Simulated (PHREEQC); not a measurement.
A made-up water analysis in mg/L, 25 °C, pH 7.91, pe -0.4:

```tsv
constituent	mg/L
Na	10.2
K	0.126
Ca	21.3
Mg	14.3
Cl	14.9
S(6) as SO4	10.4
Alkalinity as HCO3	118
Mn(2)	0.121
Zn	0.041
```

Na is adjusted to close the charge balance.
Valence states are taken as typed.

Computed with PHREEQC (ion-association model, wateq4f.dat).

Q: The ionic strength comes out as 0.00369 mol/kgw. What activity coefficients do CO3-2, Cl-, MgHCO3+, Mg+2, K+ get?

A: CO3-2 0.77, Cl- 0.94, MgHCO3+ 0.94, Mg+2 0.77, K+ 0.94.

Precipitation was switched off in this run. The database's zinc carbonate complexes are estimates, stronger than later reviews accept.
